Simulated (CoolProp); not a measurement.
Vapour pressure (kPa) of isohexane: the reference equation beside estimates from Tc = 224.6 °C, pc = 3043 kPa, ω = 0.280. Clausius-Clapeyron is anchored at 132.95 °C with a constant enthalpy of vaporisation of 22.29 kJ/mol.

The numbers come from the reference Helmholtz-energy equation of state, Lemmon 2006 in CoolProp. It is a short technical equation, of lower accuracy than the large ones.

| T (°C) | reference | Lee-Kesler | Clausius-Clapeyron | van der Waals | Redlich-Kwong | Soave-Redlich-Kwong | Peng-Robinson |
|---|---|---|---|---|---|---|---|
| 71.15 | 141.7 | 141.6 | 197.6 | 574.1 | 240.6 | 141.6 | 141.3 |
| 86.55 | 218.5 | 219.3 | 275.8 | 716.5 | 346.4 | 219.2 | 217.8 |
| 102.05 | 324.4 | 326.5 | 375.2 | 881.1 | 482.8 | 326.7 | 323.5 |
| 117.45 | 464.2 | 467.7 | 497.3 | 1067 | 651.9 | 469.2 | 463.5 |
| 132.95 | 646.3 | 651.3 | 646.3 | 1277 | 859.7 | 655.4 | 646.7 |
| 148.35 | 875.5 | 881.5 | 822.6 | 1510 | 1107 | 890.0 | 878.1 |
| 163.85 | 1163 | 1169 | 1031 | 1770 | 1401 | 1184 | 1169 |
| 179.25 | 1513 | 1520 | 1270 | 2054 | 1740 | 1540 | 1524 |

Absolute difference from the reference over all 8 rows, mean and median: Lee-Kesler 0.5 and 0.6 %, Clausius-Clapeyron 15.2 and 13.5 %, van der Waals 136.6 and 113.7 %, Redlich-Kwong 39.1 and 36.7 %, Soave-Redlich-Kwong 1.1 and 1.2 %, Peng-Robinson 0.3 and 0.3 %.
